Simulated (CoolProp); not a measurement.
Properties of toluene along the isotherm 383.1 K (Tc = 591.7 K, pc = 4126 kPa, ω = 0.266).

Computed with CoolProp (reference Helmholtz-energy equation of state, Lemmon 2006). It is a short technical equation, of lower accuracy than the large ones.

```json
[
 {"p (kPa)": "6.52", "phase": "gas", "density (kg/m³)": "0.1891", "viscosity (µPa s)": "8.86"},
 {"p (kPa)": "9.58", "phase": "gas", "density (kg/m³)": "0.2781", "viscosity (µPa s)": "8.86"},
 {"p (kPa)": "14.1", "phase": "gas", "density (kg/m³)": "0.4101", "viscosity (µPa s)": "8.85"},
 {"p (kPa)": "20.6", "phase": "gas", "density (kg/m³)": "0.6007", "viscosity (µPa s)": "8.85"},
 {"p (kPa)": "30.3", "phase": "gas", "density (kg/m³)": "0.8870", "viscosity (µPa s)": "8.84"},
 {"p (kPa)": "44.4", "phase": "gas", "density (kg/m³)": "1.307", "viscosity (µPa s)": "8.83"},
 {"p (kPa)": "65.2", "phase": "gas", "density (kg/m³)": "1.936", "viscosity (µPa s)": "8.81"},
 {"p (kPa)": "95.8", "phase": "gas", "density (kg/m³)": "2.882", "viscosity (µPa s)": "8.79"},
 {"p (kPa)": "141", "phase": "liquid", "density (kg/m³)": "779.9", "viscosity (µPa s)": "250"},
 {"p (kPa)": "206", "phase": "liquid", "density (kg/m³)": "780.0", "viscosity (µPa s)": "250"},
 {"p (kPa)": "303", "phase": "liquid", "density (kg/m³)": "780.1", "viscosity (µPa s)": "250"},
 {"p (kPa)": "444", "phase": "liquid", "density (kg/m³)": "780.3", "viscosity (µPa s)": "251"},
 {"p (kPa)": "652", "phase": "liquid", "density (kg/m³)": "780.6", "viscosity (µPa s)": "251"},
 {"p (kPa)": "958", "phase": "liquid", "density (kg/m³)": "781.0", "viscosity (µPa s)": "252"},
 {"p (kPa)": "1410", "phase": "liquid", "density (kg/m³)": "781.6", "viscosity (µPa s)": "253"},
 {"p (kPa)": "2060", "phase": "liquid", "density (kg/m³)": "782.5", "viscosity (µPa s)": "255"}
]
```

Viscosity comes from a separate model (Avgeri 2015).
